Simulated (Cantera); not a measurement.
Cantera with NASA thermochemical tables; ideal gases at 1 bar, condensed phases pure. Values are per mole of reaction as written; species without (g) are pure solids or liquids, kept so even where they would boil at 1 bar.

SF₆(g) ⇌ S + 3 F₂(g)

```
T (K)  ΔH° (kJ)  ΔS° (J/K)  ΔG° (kJ)  log10 K
-----  --------  ---------  --------  -------
425      1224.5      359.6    1071.6  -131.71
450         ___        ___       ___      ___
475         ___        ___       ___      ___
500      1225.7      362.4    1044.6  -109.12
525      1226.1      363.1    1035.5  -103.02
550      1226.4      363.6    1026.4   -97.48
575         ___        ___       ___      ___
```

Problem. What belongs in the gaps?

Solution. 
- 450, ΔH° (kJ): 1224.9
- 450, ΔS° (J/K): 360.6
- 450, ΔG° (kJ): 1062.6
- 450, log10 K: -123.34
- 475, ΔH° (kJ): 1225.3
- 475, ΔS° (J/K): 361.6
- 475, ΔG° (kJ): 1053.6
- 475, log10 K: -115.86
- 575, ΔH° (kJ): 1226.6
- 575, ΔS° (J/K): 364.0
- 575, ΔG° (kJ): 1017.3
- 575, log10 K: -92.41
